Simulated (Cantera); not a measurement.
A perfectly stirred reactor is fed with CH₄ : H₂ : CO₂ = 0.018 : 1 : 0.013 (molar parts), at 12.0 Torr; it is held at 1698 K, and followed from long to short residence time.

Cantera simulation using GRI-Mech 3.0 (53 species, 325 reactions); the numbers are that mechanism's predictions, not measurements. Radical loss at walls, strong at low pressure, is not modelled.

Q: What does this change do: temperature 1698 to 2700 K?

A: 
| quantity | before | after |
|---|---|---|
| x(CH₄) at τ = 16.0 s | 0.00390 | 3.36e-7 |
| x(H₂) at τ = 16.0 s | 0.964 | 0.625 |
| x(CO₂) at τ = 16.0 s | 0.000130 | 2.30e-8 |
| x(HO₂) at τ = 16.0 s | <1e-12 | <1e-12 |
| x(OH) at τ = 16.0 s | 6.11e-7 | 1.19e-7 |
| x(CH₄) at τ = 36.0 ms | 0.0173 | 0.000328 |
| x(H₂) at τ = 36.0 ms | 0.969 | 0.896 |
| x(CO₂) at τ = 36.0 ms | 0.0116 | 5.82e-5 |
| x(HO₂) at τ = 36.0 ms | <1e-12 | 9.02e-12 |
| x(OH) at τ = 36.0 ms | 5.65e-8 | 8.25e-5 |
